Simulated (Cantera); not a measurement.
Gas mixture: 76.9 % N2O, 23.1 % O2, at 13.5 Torr, frozen composition.

Cantera's kinetic-theory transport with the Lennard-Jones parameters of GRI-Mech 3.0, ideal gas; thermal conductivity in the multicomponent form.

D: mixture-averaged diffusion coefficient of that species in the mixture.

```
T (K)  ρ (kg/m³)  cp (J/kg/K)  μ (µPa s)  λ (mW/m/K)     Pr  D (cm²/s) CH4  D (cm²/s) CH3  D (cm²/s) NO
-----  ---------  -----------  ---------  ----------  -----  -------------  -------------  ------------
400       0.0223        965.1       20.5        26.9  0.737           17.3           17.4          15.4
500       0.0179         1030       24.7        34.5  0.738           25.8           25.9          22.8
600       0.0149         1084       28.6        41.9  0.738           35.5           35.7          31.3
700       0.0128         1129          ?           ?  0.738              ?              ?             ?
800       0.0112         1167       35.4        56.0  0.738           58.3           58.8          51.1
900      0.00992         1199       38.5        62.7  0.737           71.3           71.9          62.4
1000     0.00893         1225       41.5           ?  0.737              ?              ?             ?
```

Some entries are withheld; supply them.


- 700, μ (µPa s): 32.1
- 700, λ (mW/m/K): 49.1
- 700, D (cm²/s) CH4: 46.4
- 700, D (cm²/s) CH3: 46.7
- 700, D (cm²/s) NO: 40.7
- 1000, λ (mW/m/K): 69.0
- 1000, D (cm²/s) CH4: 85.3
- 1000, D (cm²/s) CH3: 86.0
- 1000, D (cm²/s) NO: 74.5
